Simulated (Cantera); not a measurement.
A freely propagating, adiabatic, planar premixed flame of C₃H₈ : O₂ : N₂ = 1 : 5.68 : 21.4 (molar parts), equivalence ratio 0.88, unburnt at 450 K and 14000 Pa; mixture-averaged transport, grid criteria slope 0.08 and curve 0.16, no radiation.

Detailed kinetics in Cantera: GRI-Mech 3.0 (53 species, 325 reactions). GRI-Mech 3.0 was tuned for natural gas; its chemistry of propane as a main component is partial and can be far from experiment. Burning velocities carry a grid error of a few per cent, more on coarse grids.

Question: How do the results move with these cheaper or finer settings: unity-Lewis-number transport; multicomponent transport; multicomponent+Soret transport; grid criteria slope 0.5, curve 1; grid criteria slope 0.25, curve 0.5; grid criteria slope 0.03, curve 0.06?

Answer: 
```json
[
 {"setting": "as above", "laminar burning velocity": "118 cm/s", "thermal thickness": "1.81 mm", "peak x(C₂H₂)": "0.000961", "peak x(CH₂O)": "0.00139", "grid points": "152"},
 {"setting": "unity-Lewis-number transport", "laminar burning velocity": "77.9 cm/s", "thermal thickness": "2.24 mm", "peak x(C₂H₂)": "0.000538", "peak x(CH₂O)": "0.00103", "grid points": "147"},
 {"setting": "multicomponent transport", "laminar burning velocity": "117 cm/s", "thermal thickness": "1.83 mm", "peak x(C₂H₂)": "0.000966", "peak x(CH₂O)": "0.00139", "grid points": "152"},
 {"setting": "multicomponent+Soret transport", "laminar burning velocity": "116 cm/s", "thermal thickness": "1.82 mm", "peak x(C₂H₂)": "0.000952", "peak x(CH₂O)": "0.00141", "grid points": "152"},
 {"setting": "grid criteria slope 0.5, curve 1", "laminar burning velocity": "125 cm/s", "thermal thickness": "2.10 mm", "peak x(C₂H₂)": "0.000890", "peak x(CH₂O)": "0.00130", "grid points": "53"},
 {"setting": "grid criteria slope 0.25, curve 0.5", "laminar burning velocity": "121 cm/s", "thermal thickness": "1.89 mm", "peak x(C₂H₂)": "0.000942", "peak x(CH₂O)": "0.00138", "grid points": "73"},
 {"setting": "grid criteria slope 0.03, curve 0.06", "laminar burning velocity": "116 cm/s", "thermal thickness": "1.80 mm", "peak x(C₂H₂)": "0.000946", "peak x(CH₂O)": "0.00139", "grid points": "377"}
]
```
The base run took around 23 core-seconds (rough).
Unity Lewis numbers drop preferential diffusion, which matters most where H2 and H carry the flame; Soret adds thermal diffusion.
